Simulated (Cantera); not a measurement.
# Low-pressure radical oxidation in H2/O2

An isothermal, constant-pressure homogeneous reactor starts with H2 : O2 = 0.0059 : 1 (molar parts), at 1275 K and 10.00 Torr.

Detailed kinetics in Cantera: the H2/O2 subset of GRI-Mech 3.0, which has no nitrogen chemistry. Radical loss at walls, strong at low pressure, is not modelled.

| t (s) | x H2 | x O2 | x OH | x HO2 | x H2O2 | x H |
|---|---|---|---|---|---|---|
| 1.00e-6 | 0.00587 | 0.994 | <1e-12 | 2.03e-11 | <1e-12 | 2.00e-11 |
| 3.14e-6 | 0.00587 | 0.994 | 3.20e-12 | 6.38e-11 | <1e-12 | 6.06e-11 |
| 9.85e-6 | 0.00587 | 0.994 | 2.91e-11 | 2.00e-10 | <1e-12 | 1.71e-10 |
| 3.09e-5 | 0.00587 | 0.994 | 2.32e-10 | 6.29e-10 | <1e-12 | 4.00e-10 |
| 9.70e-5 | 0.00587 | 0.994 | 1.37e-9 | 1.98e-9 | <1e-12 | 6.62e-10 |
| 0.000305 | 0.00587 | 0.994 | 6.15e-9 | 6.20e-9 | <1e-12 | 1.05e-9 |
| 0.000956 | 0.00587 | 0.994 | 3.33e-8 | 1.95e-8 | 7.74e-12 | 3.23e-9 |
| 0.00300 | 0.00586 | 0.994 | 8.04e-7 | 6.26e-8 | 6.83e-11 | 6.58e-8 |
| 0.00942 | 0.00213 | 0.991 | 0.00127 | 7.29e-7 | 3.54e-8 | 0.000195 |
| 0.0296 | 1.42e-5 | 0.989 | 0.000575 | 3.95e-7 | 9.05e-9 | 0.000125 |
| 0.0928 | 1.24e-5 | 0.989 | 0.000538 | 3.68e-7 | 8.81e-9 | 0.000101 |
| 0.291 | 8.47e-6 | 0.991 | 0.000445 | 3.03e-7 | 8.05e-9 | 5.67e-5 |
| 0.914 | 3.54e-6 | 0.993 | 0.000288 | 1.87e-7 | 6.07e-9 | 1.51e-5 |
| 2.87 | 8.04e-7 | 0.994 | 0.000138 | 7.48e-8 | 2.97e-9 | 1.62e-6 |
| 9.00 | 1.29e-7 | 0.994 | 5.53e-5 | 2.06e-8 | 8.46e-10 | 1.04e-7 |
x: mole fraction; the columns are a selection and need not sum to one.

Equilibrium at this temperature and pressure: H2 2.84e-9, O2 0.994, OH 8.25e-6, HO2 7.78e-9, H2O2 3.05e-11, H 3.42e-10 (gas phase only).
